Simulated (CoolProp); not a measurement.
Oxygen along the isotherm 119.6 K: fugacity coefficient from the reference equation and from simpler models built on Tc = 154.6 K, pc = 5.046 MPa, ω = 0.022; each cubic takes its own stable root.

Model: reference Helmholtz-energy equation of state, Schmidt 1985, in CoolProp.

| p (MPa) | phase | reference |
|---|---|---|
| 1.58 | liquid | 0.5550 |
| 3.15 | liquid | 0.2931 |
| 4.73 | liquid | 0.2054 |
| 6.31 | liquid | 0.1620 |
| 7.89 | liquid | 0.1363 |
| 9.46 | liquid | 0.1195 |
| 11 | liquid | 0.1079 |
| 12.6 | liquid | 0.09906 |

Question: How far does each simpler model (van der Waals, Redlich-Kwong) lie from the reference over these 8 states: mean and median of the absolute difference, and the worst?

Answer: 
- van der Waals: mean 66.1 %, median 66.9 %, worst +79.0 % at 119.6 K and 12.6 MPa
- Redlich-Kwong: mean 1.6 %, median 1.6 %, worst -1.9 % at 119.6 K and 1.58 MPa

At some of these states van der Waals gives the other phase, because its saturation line lies elsewhere.
